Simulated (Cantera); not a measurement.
Equilibrium for iron carbonyl, mercury and lead vapours: PbO + H2

Feed: 1 mol PbO, 5.4 mol H2, held at 0.0100 bar.

Method: chemical equilibrium by Gibbs-energy minimisation in Cantera with the NASA 1993 tables (ideal gas, pure condensed phases). Candidate condensed phases: H2O, Pb, PbO, PbO2, Pb3O4; 12 gas species. The numbers say what is thermodynamically allowed, not how fast it happens.

From 575 °C to 975 °C the condensed part is Pb(l). From 1075 °C to 1275 °C nothing is condensed. The main Pb-bearing gas is Pb throughout.

```tsv
T (°C)	log p H2	log p H2O	log p Pb	log p H	log p PbO	log p Pb2	log p OH	n Pb(l)
575	-2.09	-2.73	-6.52	-11.77	-13.86	-13.20	<-14	1.000
675	-2.09	-2.73	-5.32	-10.32	-11.87	-11.18	-13.81	0.997
775	-2.09	-2.73	-4.35	-9.16	-10.26	-9.55	-12.30	0.976
875	-2.10	-2.74	-3.55	-8.20	-8.93	-8.22	-11.06	0.844
975	-2.15	-2.79	-2.89	-7.41	-7.81	-7.11	-10.04	0.193
1075	-2.16	-2.81	-2.81	-6.72	-7.35	-7.14	-9.15	0
1175	-2.16	-2.81	-2.81	-6.12	-7.02	-7.30	-8.38	0
1275	-2.16	-2.81	-2.81	-5.59	-6.73	-7.45	-7.71	0
```
log p: log10 of the partial pressure in bar; n: condensed amount in mol.
